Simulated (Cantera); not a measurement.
Cantera run:

```python
import numpy as np
import cantera as ct

gas_names = [...]  # 110 gases of nasa_gas.yaml made of C, H, N
cond_names = """
    C(gr) C6H6(L) C7H8(L) C8H18(L),n-octa
""".split()


# ... load() reads the species with a 1 bar reference pressure and builds the phases ...
atoms = {
    'C2H4': {'C': 2, 'H': 4},
    'H2': {'H': 2},
    'N2': {'N': 2},
}
top_T = {'C(gr)': 4500}  # K; cautious upper limits of use, not melting points


# ... equilibrate(T, P, feed) seeds the gas with the atoms and calls Mixture.equilibrate('TP', solver="vcs", rtol=1e-11, max_steps=5000) ...
results = []
feed = {'C2H4': 1, 'H2': 1.2, 'N2': 0.18}  # mol
P = 8900000  # Pa
for T in [3000, 3250, 3500, 3750, 4000, 4250, 4500, 4750, 5000]:
    mix = equilibrate(T, P, feed)
    results.append((T, P, feed, dict(zip(mix.species_names, mix.species_moles))))

top = {s: max(r[3][s] / sum(r[3][g] for g in gas_names) for r in results) for s in gas_names}
cols = sorted((s for s in top if top[s] > 0.0001), key=lambda s: -top[s])[:5]
seen = [c for c in cond_names if any(r[3].get(c, 0) > 1e-12 for r in results)]
print("log10 of partial pressures in bar; condensed amounts in mol")
print(f"{'T/K':>10s}" + "".join(f"{s[:9]:>10s}" for s in cols + seen))
for T, P, feed, n in results:
    ng = sum(n[g] for g in gas_names)
    print(f"{T:10.4g}" + "".join(f"{np.log10(max(n[s] / ng * P / 1e5, 1e-99)):10.3f}" for s in cols)
          + "".join(f"{n.get(c, 0):10.4g}" for c in seen))
```

Result:

```
log10 of partial pressures in bar; condensed amounts in mol
       T/K        H2         H C2H2,acet       C2H       HCN     C(gr)
      3000     1.878     0.138     0.672    -1.833     0.475     1.454
      3250     1.843     0.428     0.927    -1.110     0.579     1.058
      3500     1.788     0.665     1.120    -0.505     0.643    0.4724
      3750     1.735     0.868     1.198    -0.068     0.658         0
      4000     1.708     1.057     1.158     0.196     0.636         0
      4250     1.672     1.217     1.096     0.406     0.601         0
      4500     1.626     1.352     1.001     0.559     0.550         0
      4750     1.568     1.465     0.868     0.656     0.481         0
      5000     1.498     1.557     0.695     0.697     0.395         0
```

Cantera equilibrium calculation (NASA polynomials, part measured and part estimated; ideal gas, pure solids and liquids). The ideal-gas law is rough above about 30 bar.
